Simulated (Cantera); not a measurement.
A closed system holds: 1 mol TEOS, 6.3 mol O₂, 0.18 mol CO₂, at 1.65 Torr.

Equilibrium computed with Cantera from the NASA thermochemical tables; the gas is ideal and each condensed phase is pure. Candidate condensed phases: C, C₆H₆, C₇H₈, C₈H₁₈, H₂O, Si, SiC, SiO₂; 123 gas species. The feed counts by its element totals alone. The tables hold silica as quartz up to 1696 K and as liquid above; real silica turns to tridymite and cristobalite and melts near 1996 K. Rates play no part.

Q: Which condensed phases are stable at each of these points (T (K)): 1098, 1198, 1298, 1398, 1498, 1598, 1698?

A: 
```csv
T (K),condensed phases,Si condensed (%)
1098,SiO₂(β-quartz),100.0
1198,SiO₂(β-quartz),100.0
1298,SiO₂(β-quartz),100.0
1398,SiO₂(β-quartz),100.0
1498,SiO₂(β-quartz),100.0
1598,SiO₂(β-quartz),100.0
1698,SiO₂(condensed),99.8
```

From 1098 K to 1598 K the condensed part is SiO₂(β-quartz). At 1698 K the condensed part is SiO₂(condensed).
